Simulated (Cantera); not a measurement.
A Cantera script and its output.

```python
import numpy as np
import cantera as ct

surf = ct.Interface("diamond.yaml", "diamond_100")
gas, bulk = surf.adjacent["gas"], surf.adjacent["diamond"]
k = surf.kinetics_species_index(bulk.species_names[0])
cover = ["c6HH", "c6H*", "c6*H", "c6**", "c6HM", "c6B"]

rows, drift = [], 0.0
print(f"{'P':>10s}{'um/h':>11s}" + "".join(f"{s:>11s}" for s in cover))
for v in [1300, 1800, 2700, 4000, 5800, 8600, 13000, 19000]:
    T, P, xH, xCH3 = 1423, v, 0.014, 0.00011
    gas.TPX = T, P, {"H": xH, "CH3": xCH3, "CH4": 0.014, "H2": 1 - xH - xCH3 - 0.014}
    surf.TP = bulk.TP = T, P
    surf.coverages = "c6H*:0.1, c6HH:0.9"
    surf.advance_coverages(100.0)
    before = surf.coverages
    surf.advance_coverages(100.0)
    drift = max(drift, np.max(np.abs(surf.coverages - before) / (surf.coverages + 1e-9)))
    rate = surf.net_production_rates[k] * bulk.mean_molecular_weight / bulk.density * 3.6e9
    rows.append([rate, *surf[cover].coverages])
    print(f"{v:10.4g}{rate:11.4e}" + "".join(f"{x:11.3e}" for x in rows[-1][1:]))
```

It prints:

```
         P       um/h       c6HH       c6H*       c6*H       c6**       c6HM        c6B
      1300 2.5810e-01  3.200e-01  6.205e-02  5.495e-01  6.832e-02  6.648e-06  7.004e-10
      1800 4.0538e-01  3.200e-01  6.206e-02  5.495e-01  6.830e-02  9.518e-06  1.100e-09
      2700 6.9490e-01  3.201e-01  6.208e-02  5.494e-01  6.829e-02  1.475e-05  1.886e-09
      4000 1.1521e+00  3.201e-01  6.212e-02  5.493e-01  6.829e-02  2.233e-05  3.126e-09
      5800 1.8454e+00  3.201e-01  6.216e-02  5.492e-01  6.830e-02  3.271e-05  5.008e-09
      8600 3.0454e+00  3.201e-01  6.223e-02  5.491e-01  6.832e-02  4.853e-05  8.264e-09
   1.3e+04 5.2033e+00  3.201e-01  6.234e-02  5.489e-01  6.835e-02  7.250e-05  1.412e-08
   1.9e+04 8.6377e+00  3.200e-01  6.250e-02  5.487e-01  6.840e-02  1.035e-04  2.344e-08
```

Cantera simulation using the Harris–Goodwin 1993 mechanism for the reconstructed diamond (100) surface; the numbers are that mechanism's predictions, not measurements.
